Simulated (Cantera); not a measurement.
Charge: 1 mol Si, 1.8 mol H2O, 4 mol H2, held at 7000 Pa.

Cantera equilibrium calculation (NASA polynomials, part measured and part estimated; ideal gas, pure solids and liquids). Candidate condensed phases: H2O, Si, SiO2; 18 gas species. Mutual solubility and eutectic melting of coexisting phases are not modelled. The tables hold silica as quartz up to 1696 K and as liquid above; real silica turns to tridymite and cristobalite and melts near 1996 K. The numbers say what is thermodynamically allowed, not how fast it happens.

log p: log10 of the partial pressure in bar; n: condensed amount in mol.

```tsv
T (K)	log p H2	log p SiO	log p H	log p H2O	log p SiH2	log p Si	log p SiH	n Si(s)	n SiO2(β-quartz)
1373	-1.16	-4.39	-6.06	-7.28	-7.76	___	-9.23	0.0983	0.898
1398	-1.16	-4.15	-5.90	-7.15	-7.59	___	-8.98	0.0971	0.897
1423	-1.16	-3.93	-5.76	-7.01	-7.43	___	-8.74	0.0951	0.895
1448	-1.16	-3.71	-5.61	-6.89	-7.28	___	-8.51	0.0919	0.892
1473	-1.16	-3.50	-5.48	-6.77	-7.14	___	-8.28	0.0869	0.887
1498	-1.16	-3.30	-5.34	-6.65	-6.99	___	-8.07	0.0792	0.879
1523	-1.16	-3.11	-5.22	-6.53	-6.86	___	-7.86	0.0672	0.867
1548	-1.16	-2.92	-5.09	-6.43	-6.73	___	-7.66	0.0491	0.849
1573	-1.17	-2.74	-4.97	-6.32	-6.60	___	-7.46	0.0218	0.822
1598	-1.17	-2.63	-4.86	-6.15	-6.62	___	-7.42	0	0.800
```

Task: What belongs in the gaps?

Result: 
- 1373, log p Si: -9.41
- 1398, log p Si: -9.11
- 1423, log p Si: -8.82
- 1448, log p Si: -8.53
- 1473, log p Si: -8.26
- 1498, log p Si: -8.00
- 1523, log p Si: -7.74
- 1548, log p Si: -7.50
- 1573, log p Si: -7.26
- 1598, log p Si: -7.17
